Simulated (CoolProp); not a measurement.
Properties of diethyl ether along the isotherm 548 K.

Values from CoolProp's reference Helmholtz-energy equation of state, Thol 2014.

| p (MPa) | phase | cp (kJ/(kg K)) | cv (kJ/(kg K)) | speed of sound (m/s) | Joule-Thomson coefficient (K/MPa) |
|---|---|---|---|---|---|
| 0.0176 | gas | 2.376 | 2.263 | 253.8 | 4.972 |
| 0.0266 | gas | 2.376 | 2.263 | 253.7 | 4.975 |
| 0.0401 | gas | 2.377 | 2.263 | 253.5 | 4.980 |
| 0.0605 | gas | 2.378 | 2.263 | 253.3 | 4.987 |
| 0.0913 | gas | 2.379 | 2.264 | 253.0 | 4.998 |
| 0.138 | gas | 2.381 | 2.264 | 252.4 | 5.015 |
| 0.208 | gas | 2.384 | 2.265 | 251.6 | 5.041 |
| 0.314 | gas | 2.389 | 2.267 | 250.4 | 5.080 |
| 0.473 | gas | 2.397 | 2.269 | 248.5 | 5.140 |
| 0.714 | gas | 2.410 | 2.273 | 245.6 | 5.231 |
| 1.08 | gas | 2.432 | 2.278 | 241.0 | 5.374 |
| 1.62 | gas | 2.468 | 2.287 | 234.1 | 5.592 |
| 2.45 | gas | 2.539 | 2.302 | 222.9 | 5.933 |
| 3.7 | gas | 2.689 | 2.327 | 205.5 | 6.405 |
| 5.58 | supercritical | 3.052 | 2.368 | 183.7 | 6.596 |
